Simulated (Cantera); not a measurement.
# Stirred combustor or abatement burner

A perfectly stirred reactor is fed with 9.11 % CH3OH, 17.5 % O2, 59.6 % N2, 13.7 % H2O, 0.118 % CO2, equivalence ratio 0.78, at 285 Torr; it is adiabatic with a 675 K inlet, and is followed from long to short residence time, starting on the burning branch (τ in s: 0.16, 0.068, 0.029, 0.013, 0.0055, 0.0024, 0.001, 0.00045, 0.00019, 8.3e-05).

Model: GRI-Mech 3.0 (53 species, 325 reactions), integrated in Cantera. GRI-Mech 3.0 was tuned for natural gas; its chemistry of methanol as a main component is partial and can be far from experiment.

| τ (s) | T (K) | x CH3OH | x O2 | x H2O | x CH2O | x CH4 | x H |
|---|---|---|---|---|---|---|---|
| 0.16 | 2087 | 1.25e-6 | 0.0373 | 0.299 | 1.16e-6 | 2.77e-8 | 0.000347 |
| 0.068 | 2071 | 2.47e-6 | 0.0379 | 0.297 | 2.31e-6 | 3.98e-8 | 0.000541 |
| 0.029 | 2044 | 4.60e-6 | 0.0390 | 0.294 | 4.31e-6 | 5.52e-8 | 0.000956 |
| 0.013 | 2006 | 8.02e-6 | 0.0404 | 0.291 | 7.49e-6 | 8.78e-8 | 0.00168 |
| 0.0055 | 1954 | 1.47e-5 | 0.0424 | 0.286 | 1.35e-5 | 1.81e-7 | 0.00296 |
| 0.0024 | 1896 | 2.76e-5 | 0.0447 | 0.281 | 2.47e-5 | 4.32e-7 | 0.00465 |
| 0.0010 | 1832 | 5.78e-5 | 0.0476 | 0.276 | 4.95e-5 | 1.22e-6 | 0.00660 |
| 0.00045 | 1774 | 0.000127 | 0.0512 | 0.273 | 0.000104 | 3.45e-6 | 0.00780 |
| 0.00019 | 1697 | 0.000390 | 0.0590 | 0.271 | 0.000304 | 1.27e-5 | 0.00688 |
| 8.3e-5 | 675 | 0.0911 | 0.175 | 0.137 | <1e-12 | <1e-12 | <1e-12 |
x: mole fraction; the columns are a selection and need not sum to one.
